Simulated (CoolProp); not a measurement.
R410A at several states: density (kg/m³) from the reference equation and from simpler models built on Tc = 71.3 °C, pc = 49.01 bar, ω = 0.296; each cubic takes its own stable root.

Values from CoolProp's reference Helmholtz-energy equation of state, Lemmon 2003. It is a pseudo-pure fit of the blend.

| T (°C) | p (bar) | phase | reference |
|---|---|---|---|
| 70.35 | 10.3 | gas | 28.54 |
| 149.05 | 44.4 | gas | 110.0 |
| 65.95 | 144 | liquid | 982.8 |
| 144.75 | 206 | supercritical | 713.3 |

Task: How far does each simpler model (van der Waals, Redlich-Kwong, Soave-Redlich-Kwong) lie from the reference over these 4 states: mean and median of the absolute difference, and the worst?

Result: 
- van der Waals: mean 14.8 %, median 11.1 %, worst -35.3 % at 65.95 °C and 144 bar
- Redlich-Kwong: mean 7.6 %, median 5.7 %, worst -18.2 % at 65.95 °C and 144 bar
- Soave-Redlich-Kwong: mean 9.4 %, median 9.6 %, worst -17.8 % at 65.95 °C and 144 bar
